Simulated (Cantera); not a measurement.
Input (Python, Cantera) and output of one run.

```python
import numpy as np
import cantera as ct

gas_names = """
    O S2
""".split()
cond_names = """
    MgS(s) MgO(s) MgO(L)
""".split()


# ... load() reads the species with a 1 bar reference pressure and builds the phases ...
species = {s.name: s for s in load("nasa_gas.yaml", gas_names) + load("nasa_condensed.yaml", cond_names)}
# Each term lists the table entries of one substance; the one whose range holds T is used.
reactions = {
    '2 O(g) + 2 MgS = S2(g) + 2 MgO':
        [(-2, ['O']), (-2, ['MgS(s)']), (1, ['S2']), (2, ['MgO(s)', 'MgO(L)'])],
}


def pick(names, T):
    return next(species[n] for n in names if species[n].thermo.min_temp <= T <= species[n].thermo.max_temp)


results = []
for label, terms in reactions.items():
    print(label)
    print("     T/K   dH/kJ  dS/(J/K)   dG/kJ   log10 K")
    for T in [1725, 1750, 1775, 1800, 1825]:
        used = [(nu, pick(names, T)) for nu, names in terms]
        dH = sum(nu * s.thermo.h(T) for nu, s in used) / 1e6
        dS = sum(nu * s.thermo.s(T) for nu, s in used) / 1e3
        dG = dH - T * dS / 1e3
        logK = -dG * 1e6 / (ct.gas_constant * T * np.log(10))
        results.append((label, T, dH, dS, dG, logK, [s.name for _, s in used]))
        print(f"{T:8g} {dH:8.1f} {dS:8.1f} {dG:8.1f} {logK:8.2f}")
```

Result:

```
2 O(g) + 2 MgS = S2(g) + 2 MgO
     T/K   dH/kJ  dS/(J/K)   dG/kJ   log10 K
    1725   -892.6   -160.2   -616.2    18.66
    1750   -892.7   -160.3   -612.2    18.27
    1775   -892.8   -160.3   -608.2    17.90
    1800   -892.9   -160.4   -604.2    17.53
    1825   -892.9   -160.4   -600.2    17.18
```

Source: NASA polynomial tables (part measured, part estimated), evaluated in Cantera. Condensed species are held in their standard states even where they would react or evaporate.
